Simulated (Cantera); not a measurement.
Premixed flame

A freely propagating, adiabatic, planar premixed flame of CH3OH : O2 : N2 : H2O = 1 : 1 : 3.76 : 1.7 (molar parts), equivalence ratio 1.5, unburnt at 600 K and 150000 Pa; mixture-averaged transport, grid criteria slope 0.08 and curve 0.16, no radiation.

Cantera simulation using GRI-Mech 3.0 (53 species, 325 reactions); the numbers are that mechanism's predictions, not measurements. GRI-Mech 3.0 was tuned for natural gas; its chemistry of methanol as a main component is partial and can be far from experiment. Burning velocities carry a grid error of a few per cent, more on coarse grids.

```csv
z (mm),T (K),u (m/s),x CH3OH,x O2,x H2O,x CH2O,x HCN,x CH2CO
-0.796,601,0.766,0.133,0.133,0.226,1.70e-6,<1e-8,<1e-8
-0.531,605,0.778,0.132,0.132,0.225,1.77e-5,<1e-8,<1e-8
-0.398,621,0.806,0.130,0.129,0.226,9.88e-5,<1e-8,2.06e-8
-0.265,696,0.919,0.123,0.122,0.233,0.000670,<1e-8,1.82e-7
-0.133,976,1.34,0.0918,0.0951,0.266,0.00425,3.51e-8,1.54e-6
-0.0664,1244,1.76,0.0525,0.0672,0.299,0.00878,7.66e-8,3.83e-6
0,1531,2.24,0.00803,0.0356,0.339,0.00590,1.51e-7,7.42e-6
0.0664,1653,2.43,9.31e-5,0.0170,0.360,0.000194,2.21e-7,1.87e-6
0.133,1704,2.50,7.53e-7,0.00728,0.368,4.31e-6,2.26e-7,1.74e-7
0.265,1753,2.55,3.62e-8,0.00162,0.368,2.51e-7,1.76e-7,<1e-8
0.531,1794,2.60,<1e-8,0.000387,0.366,<1e-8,1.06e-7,<1e-8
1.06,1824,2.64,<1e-8,0.000133,0.366,<1e-8,5.82e-8,<1e-8
2.12,1843,2.66,<1e-8,3.94e-5,0.368,<1e-8,3.30e-8,<1e-8
```
x: mole fraction of selected species; z is measured from the peak of heat release.

| Item | Value |
|---|---|
| laminar burning velocity | 76.1 cm/s |
| thermal thickness | 0.265 mm |
| peak x(CH2O) | 0.00983 |
| peak x(HCN) | 2.29e-7 |
| peak x(CH2CO) | 7.42e-6 |
| grid points | 145 |
